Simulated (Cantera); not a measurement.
Charge: 1 mol Si₃N₄, 0.018 mol N₂, equilibrated at 1.33 mbar.

These are equilibrium values from Cantera (NASA tables, ideal gas, pure condensed phases), not measurements of a reactor. Candidate condensed phases: Si, Si₃N₄; 7 gas species. Equilibrium is a limit: real reactors are often held back by kinetics, nucleation or transport.

**Question.** What share of the Si ends up in condensed phases as a function of T (K), at 1600, 1700, 1800, 1900, 2000, 2100, 2200, 2300, 2400, 2500, 2600, 2700?

**Answer.** 
```csv
T (K),Si condensed (%),as
1600,100.0,Si₃N₄(s)
1700,100.0,Si(l)
1800,99.8,Si(l)
1900,99.3,Si(l)
2000,97.6,Si(l)
2100,92.1,Si(l)
2200,72.5,Si(l)
2300,0.0,-
2400,0.0,-
2500,0.0,-
2600,0.0,-
2700,0.0,-
```
